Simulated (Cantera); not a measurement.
A Cantera script and what it prints.

```python
import numpy as np
import cantera as ct

gas_names = """
    C CH CH2 CH3 CH2OH CH3O CH4 CH3OH CO CO2 COOH C2 C2H CHCO,ketyl C2H2,acetylene C2H2,vinylidene
    CH2CO,ketene C2H3,vinyl CH3CO,acetyl C2H4 C2H4O,ethylen CH3CHO,ethanal CH3COOH (HCOOH)2 C2H5 C2H6
    CH3OCH3 C2H5OH C2O C3 C3H3,propargyl C3H4,allene C3H4,propyne C3H4,cyclo- C3H5,allyl C3H6,propylene
    C3H6,cyclo- C3H6O C3H7,n-propyl C3H7,i-propyl C3H8 C3H8O,1propanol C3H8O,2propanol C3O2 C4 C4H2
    C4H4,1,3-cyclo- C4H6,butadiene C4H6,2-butyne C4H6,cyclo- C4H8,1-butene C4H8,cis2-buten
    C4H8,tr2-butene C4H8,isobutene C4H8,cyclo- (CH3COOH)2 C4H9,n-butyl C4H9,i-butyl C4H9,s-butyl
    C4H9,t-butyl C4H10,isobutane C4H10,n-butane C5 C5H6,1,3cyclo- C5H8,cyclo- C5H10,1-pentene
    C5H10,cyclo- C5H11,pentyl C5H11,t-pentyl C5H12,n-pentane C5H12,i-pentane CH3C(CH3)2CH3 C6H2
    C6H5,phenyl C6H5O,phenoxy C6H6 C6H5OH,phenol C6H10,cyclo- C6H12,1-hexene C6H12,cyclo- C6H13,n-hexyl
    C7H7,benzyl C7H8 C7H8O,cresol C7H14,1-heptene C7H15,n-heptyl C7H16,n-heptane C8H8,styrene
    C8H10,ethylbenz C8H16,1-octene C8H17,n-octyl C8H18,isooctane C8H18,n-octane C9H19,n-nonyl
    C10H8,naphthale C10H21,n-decyl C12H9,o-bipheny C12H10,bipheny H HCO HO2 H2 HCHO,formaldehy HCOOH H2O
    H2O2 O OH O2 O3 Si SiC SiC2 SiC4H12 SiH SiH2 SiH3 SiH4 SiO SiO2 Si2 Si2C Si3
""".split()
cond_names = """
    C(gr) C6H6(L) C7H8(L) C8H18(L),n-octa H2O(s) H2O(L) Si(cr) Si(L) SiC(b) SiO2(Lqz) SiO2(hqz) SiO2(L)
""".split()


def load(file, names, dense=False):
    # The tables refer to 1 bar. Condensed volumes are neglected.
    table = {s.name: s for s in ct.Species.list_from_file(file)}
    out = []
    for n in names:
        d = dict(table[n].input_data)
        d["thermo"] = dict(d["thermo"], **{"reference-pressure": 1e5})
        if dense:
            d["equation-of-state"] = {"model": "constant-volume", "density": "1e6 g/cm^3"}
        out.append(ct.Species.from_dict(d))
    return out


gas = ct.Solution(thermo="ideal-gas", species=load("nasa_gas.yaml", gas_names))
cond = {s.name: ct.Solution(thermo="fixed-stoichiometry", species=[s], name=s.name)
        for s in load("nasa_condensed.yaml", cond_names, dense=True)}
atoms = {
    'SiC': {'Si': 1, 'C': 1},
    'O2': {'O': 2},
    'H2': {'H': 2},
    'H2O': {'H': 2, 'O': 1},
}
top_T = {'C(gr)': 4500, 'SiC(b)': 3050}  # K; cautious upper limits of use, not melting points


def equilibrate(T, P, feed):
    n = {}
    for name, mol in feed.items():
        for a, k in atoms[name].items():
            n[a] = n.get(a, 0.0) + k * mol
    gas.TPX = T, P, n
    mass = sum(n.values()) * gas.mean_molecular_weight
    gas.equilibrate("TP")
    valid = [c for c in cond.values() if c.min_temp <= T <= top_T.get(c.name, c.max_temp)]
    mix = ct.Mixture([(gas, mass / gas.mean_molecular_weight)] + [(c, 0.0) for c in valid])
    mix.T, mix.P = T, P
    mix.equilibrate("TP", solver="vcs", rtol=1e-11, max_steps=5000)
    return mix


results = []
feed = {'SiC': 1, 'O2': 0.018, 'H2': 510, 'H2O': 0.0041}  # mol
P = 1333.22  # Pa
for T in [925, 1025, 1125, 1225, 1325, 1425, 1525, 1625, 1725, 1825, 1925, 2025]:
    mix = equilibrate(T, P, feed)
    results.append((T, P, feed, dict(zip(mix.species_names, mix.species_moles))))

top = {s: max(r[3][s] / sum(r[3][g] for g in gas_names) for r in results) for s in gas_names}
cols = sorted((s for s in top if top[s] > 1e-06), key=lambda s: -top[s])[:8]
seen = [c for c in cond_names if any(r[3].get(c, 0) > 1e-12 for r in results)]
print("log10 of partial pressures in bar; condensed amounts in mol")
print(f"{'T/K':>10s}" + "".join(f"{s[:9]:>10s}" for s in cols + seen))
for T, P, feed, n in results:
    ng = sum(n[g] for g in gas_names)
    print(f"{T:10.4g}" + "".join(f"{np.log10(max(n[s] / ng * P / 1e5, 1e-99)):10.3f}" for s in cols)
          + "".join(f"{n.get(c, 0):10.4g}" for c in seen))
```

Output:

```
log10 of partial pressures in bar; condensed amounts in mol
       T/K        H2         H        Si C2H2,acet        CO       SiO       CH4       SiH    SiC(b) SiO2(hqz)
       925    -1.875   -10.522   -19.481   -15.544   -11.022   -11.672    -6.281   -18.253      0.98   0.02005
      1025    -1.875    -9.298   -17.097   -13.331    -8.616    -9.800    -6.284   -16.290      0.98      0.02
      1125    -1.875    -8.290   -14.963   -11.868    -6.908    -8.176    -6.467   -14.502    0.9822   0.01753
      1225    -1.875    -7.444   -12.574   -11.855    -6.388    -6.521    -7.227   -12.404    0.9821  0.006386
      1325    -1.875    -6.724   -10.950   -11.042    -6.295    -6.268    -7.472   -11.027    0.9793         0
      1425    -1.875    -6.104    -9.629   -10.199    -6.291    -6.271    -7.610    -9.919    0.9795         0
      1525    -1.875    -5.564    -8.484    -9.464    -6.285    -6.276    -7.728    -8.959    0.9794         0
      1625    -1.875    -5.089    -7.496    -8.791    -6.265    -6.297    -7.817    -8.135    0.9785         0
      1725    -1.876    -4.669    -6.696    -8.054    -6.188    -6.399    -7.824    -7.479    0.9739         0
      1825    -1.877    -4.295    -6.146    -7.075    -6.060    -6.755    -7.668    -7.058     0.959         0
      1925    -1.879    -3.959    -5.685    -6.140    -6.009    -7.197    -7.500    -6.714    0.9031         0
      2025    -1.883    -3.657    -5.175    -5.489    -5.999    -7.442    -7.448    -6.310    0.6947         0
```

Cantera equilibrium calculation (NASA polynomials, part measured and part estimated; ideal gas, pure solids and liquids). Mutual solubility and eutectic melting of coexisting phases are not modelled. The tables hold silica as quartz up to 1696 K and as liquid above; real silica turns to tridymite and cristobalite and melts near 1996 K. Gases not in the tables: Si2H6 and higher silanes.
